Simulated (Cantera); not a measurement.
A freely propagating, adiabatic, planar premixed flame of CH4 : O2 : N2 = 1 : 1.67 : 6.27 (molar parts), equivalence ratio 1.2, unburnt at 323 K and 3750 Torr; mixture-averaged transport, grid criteria slope 0.08 and curve 0.16, no radiation.

Detailed kinetics in Cantera: GRI-Mech 3.0 (53 species, 325 reactions). Burning velocities carry a grid error of a few per cent, more on coarse grids.

Question: What does this change do: 0.1 parts H2 added?

Answer: 
```tsv
quantity	before	after
laminar burning velocity	17.0 cm/s	16.3 cm/s
thermal thickness	0.184 mm	0.195 mm
peak x(CO)	0.0539	0.0559
peak x(CH2)	3.38e-5	3.09e-5
peak x(O)	0.000210	0.000133
```
